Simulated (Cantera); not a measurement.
## Fe2O3 + SO3 + O2 (roasting and sulfation)

Feed: 1 mol Fe2O3, 0.065 mol SO3, 0.33 mol O2, held at 10.0 Torr.

Cantera equilibrium calculation (NASA polynomials, part measured and part estimated; ideal gas, pure solids and liquids). Candidate condensed phases: Fe, FeO, FeS, FeSO4, FeS2, Fe2O3, Fe2(SO4)3, Fe3O4, S; 12 gas species. Equilibrium is a limit: real reactors are often held back by kinetics, nucleation or transport.

```json
[
 {"T (°C)": "802", "log p O2": "-1.95", "log p SO2": "-2.73", "log p SO3": "-3.80", "log p O": "-9.86", "log p SO": "-12.37", "log p FeO": "<-13", "log p Fe": "<-13", "n Fe2O3(s)": "1.00", "n Fe3O4(s)": "0"},
 {"T (°C)": "852", "log p O2": "-1.95", "log p SO2": "-2.71", "log p SO3": "-4.00", "log p O": "-9.31", "log p SO": "-11.70", "log p FeO": "<-13", "log p Fe": "<-13", "n Fe2O3(s)": "1.00", "n Fe3O4(s)": "0"},
 {"T (°C)": "902", "log p O2": "-1.95", "log p SO2": "-2.71", "log p SO3": "-4.18", "log p O": "-8.81", "log p SO": "-11.10", "log p FeO": "<-13", "log p Fe": "<-13", "n Fe2O3(s)": "1.00", "n Fe3O4(s)": "0"},
 {"T (°C)": "952", "log p O2": "-1.95", "log p SO2": "-2.70", "log p SO3": "-4.35", "log p O": "-8.35", "log p SO": "-10.54", "log p FeO": "<-13", "log p Fe": "<-13", "n Fe2O3(s)": "1.00", "n Fe3O4(s)": "0"},
 {"T (°C)": "1002", "log p O2": "-1.95", "log p SO2": "-2.70", "log p SO3": "-4.51", "log p O": "-7.93", "log p SO": "-10.04", "log p FeO": "<-13", "log p Fe": "<-13", "n Fe2O3(s)": "1.00", "n Fe3O4(s)": "0"},
 {"T (°C)": "1052", "log p O2": "-1.95", "log p SO2": "-2.70", "log p SO3": "-4.66", "log p O": "-7.53", "log p SO": "-9.57", "log p FeO": "-13.55", "log p Fe": "<-13", "n Fe2O3(s)": "1.00", "n Fe3O4(s)": "0"},
 {"T (°C)": "1102", "log p O2": "-1.95", "log p SO2": "-2.70", "log p SO3": "-4.79", "log p O": "-7.17", "log p SO": "-9.13", "log p FeO": "-12.64", "log p Fe": "<-13", "n Fe2O3(s)": "1.00", "n Fe3O4(s)": "0"},
 {"T (°C)": "1152", "log p O2": "-1.95", "log p SO2": "-2.70", "log p SO3": "-4.92", "log p O": "-6.83", "log p SO": "-8.73", "log p FeO": "-11.80", "log p Fe": "<-13", "n Fe2O3(s)": "1.00", "n Fe3O4(s)": "0"},
 {"T (°C)": "1202", "log p O2": "-1.95", "log p SO2": "-2.69", "log p SO3": "-5.04", "log p O": "-6.52", "log p SO": "-8.35", "log p FeO": "-11.01", "log p Fe": "-13.47", "n Fe2O3(s)": "1.00", "n Fe3O4(s)": "0"},
 {"T (°C)": "1252", "log p O2": "-1.95", "log p SO2": "-2.69", "log p SO3": "-5.15", "log p O": "-6.22", "log p SO": "-8.00", "log p FeO": "-10.28", "log p Fe": "-12.54", "n Fe2O3(s)": "1.00", "n Fe3O4(s)": "0"},
 {"T (°C)": "1302", "log p O2": "-1.93", "log p SO2": "-2.84", "log p SO3": "-5.39", "log p O": "-5.93", "log p SO": "-7.83", "log p FeO": "-9.64", "log p Fe": "-11.72", "n Fe2O3(s)": "0", "n Fe3O4(s)": "0.667"},
 {"T (°C)": "1352", "log p O2": "-1.93", "log p SO2": "-2.84", "log p SO3": "-5.48", "log p O": "-5.67", "log p SO": "-7.52", "log p FeO": "-9.04", "log p Fe": "-10.94", "n Fe2O3(s)": "0", "n Fe3O4(s)": "0.667"},
 {"T (°C)": "1402", "log p O2": "-1.93", "log p SO2": "-2.84", "log p SO3": "-5.57", "log p O": "-5.43", "log p SO": "-7.23", "log p FeO": "-8.47", "log p Fe": "-10.22", "n Fe2O3(s)": "0", "n Fe3O4(s)": "0.667"}
]
```
log p: log10 of the partial pressure in bar; n: condensed amount in mol.

From 802 °C to 1252 °C the condensed part is Fe2O3(s). From 1302 °C to 1402 °C the condensed part is Fe3O4(s).
